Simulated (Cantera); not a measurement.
Feed: 1 mol Mg(OH)2, 0.01 mol C, 5.4 mol H2O, at 16000 Pa.

Equilibrium computed with Cantera from the NASA thermochemical tables; the gas is ideal and each condensed phase is pure. Candidate condensed phases: C, C6H6, C7H8, C8H18, H2O, Mg, MgCO3, MgO, Mg(OH)2; 116 gas species. Kinetics and transport are ignored. All values below are at 848 K.

Base state: H2O 0.995, H2 0.00312, CO2 0.00156 (mole fractions); condensed: MgO(s).

**Question.** What changes in the equilibrium state with this change: C from 0.01 to 0.19 mol?

**Answer.** 
| species | before | after |
|---|---|---|
| H2O | 0.995 | 0.914 |
| H2 | 0.00312 | 0.0571 |
| CO2 | 0.00156 | 0.0283 |
| CO | 1.58e-6 | 0.000571 |
| MgO(s), mol | 1.00 | 1.00 |
